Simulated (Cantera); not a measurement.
A Cantera script and its output.

```python
import numpy as np
import cantera as ct

gas = ct.Solution("gri30.yaml")
gas.TPX = 1200, 500000, {'H2': 1, 'O2': 0.385, 'N2': 1.45}
reactor = ct.IdealGasReactor(gas, energy="on", clone=False)
net = ct.ReactorNet([reactor])
net.rtol, net.atol = 1e-08, 1e-16
show = ['H2', 'O2', 'NO', 'O', 'H', 'N2O', 'H2O2']
times = np.geomspace(1e-05, 0.5, 16)

steps = ct.SolutionArray(gas, extra=["t"])
rows = []
print(f"{'t/s':>10s}{'T/K':>9s}{'P/Pa':>11s}" + "".join(f"{s:>11s}" for s in show))
for t in times:
    while net.time < t:
        t_next = net.step()
        steps.append(gas.state, t=t_next)
    rows.append([np.interp(t, steps.t, y) for y in (steps.T, steps.P, *steps(*show).X.T)])
    print(f"{t:10.3e}{rows[-1][0]:9.1f}{rows[-1][1]:11.4g}" + "".join(f"{x:11.3e}" for x in rows[-1][2:]))
rate = np.gradient(steps.T, steps.t)
print("integrator steps:", len(steps.t))
if steps.T.max() > steps.T[0] + 200:
    print(f"time of steepest temperature rise: {steps.t[rate.argmax()]:.4e} s")
gas.TPX = 1200, 500000, {'H2': 1, 'O2': 0.385, 'N2': 1.45}
gas.equilibrate("UV")
print(f"equilibrium (UV): T = {gas.T:.1f} K  " + "  ".join(f"{s} {gas[s].X[0]:.3e}" for s in show))
```

It prints:

```
       t/s      T/K       P/Pa         H2         O2         NO          O          H        N2O       H2O2
 1.000e-05   1200.4  5.002e+05  3.527e-01  1.357e-01  2.711e-13  2.144e-06  1.915e-05  1.875e-11  7.620e-07
 2.057e-05   3109.7  1.153e+06  1.008e-01  3.217e-03  4.715e-04  2.976e-03  2.254e-02  6.631e-07  1.085e-06
 4.232e-05   3119.7  1.155e+06  1.017e-01  2.775e-03  2.520e-03  2.619e-03  2.125e-02  7.229e-07  1.011e-06
 8.706e-05   3112.6  1.153e+06  1.029e-01  2.582e-03  4.486e-03  2.473e-03  2.098e-02  8.037e-07  9.620e-07
 1.791e-04   3110.4  1.152e+06  1.033e-01  2.526e-03  5.071e-03  2.430e-03  2.089e-02  8.386e-07  9.475e-07
 3.684e-04   3110.3  1.152e+06  1.033e-01  2.524e-03  5.095e-03  2.428e-03  2.089e-02  8.402e-07  9.469e-07
 7.579e-04   3110.3  1.152e+06  1.033e-01  2.524e-03  5.095e-03  2.428e-03  2.089e-02  8.402e-07  9.469e-07
 1.559e-03   3110.3  1.152e+06  1.033e-01  2.524e-03  5.095e-03  2.428e-03  2.089e-02  8.402e-07  9.469e-07
 3.207e-03   3110.3  1.152e+06  1.033e-01  2.524e-03  5.095e-03  2.428e-03  2.089e-02  8.402e-07  9.469e-07
 6.598e-03   3110.3  1.152e+06  1.033e-01  2.524e-03  5.095e-03  2.428e-03  2.089e-02  8.402e-07  9.469e-07
 1.357e-02   3110.3  1.152e+06  1.033e-01  2.524e-03  5.095e-03  2.428e-03  2.089e-02  8.402e-07  9.469e-07
 2.792e-02   3110.3  1.152e+06  1.033e-01  2.524e-03  5.095e-03  2.428e-03  2.089e-02  8.402e-07  9.469e-07
 5.743e-02   3110.3  1.152e+06  1.033e-01  2.524e-03  5.095e-03  2.428e-03  2.089e-02  8.402e-07  9.469e-07
 1.182e-01   3110.3  1.152e+06  1.033e-01  2.524e-03  5.095e-03  2.428e-03  2.089e-02  8.402e-07  9.469e-07
 2.431e-01   3110.3  1.152e+06  1.033e-01  2.524e-03  5.095e-03  2.428e-03  2.089e-02  8.402e-07  9.469e-07
 5.000e-01   3110.3  1.152e+06  1.033e-01  2.524e-03  5.095e-03  2.428e-03  2.089e-02  8.402e-07  9.469e-07
integrator steps: 1169
time of steepest temperature rise: 1.6197e-05 s
equilibrium (UV): T = 3110.3 K  H2 1.033e-01  O2 2.524e-03  NO 5.095e-03  O 2.428e-03  H 2.089e-02  N2O 8.402e-07  H2O2 9.469e-07
```

Model: GRI-Mech 3.0 (53 species, 325 reactions), integrated in Cantera. The hydrogen kinetics of GRI-Mech 3.0 are dated; newer H2 mechanisms differ, most at raised pressure. Above 3000 K some thermodynamic fits are extrapolated.
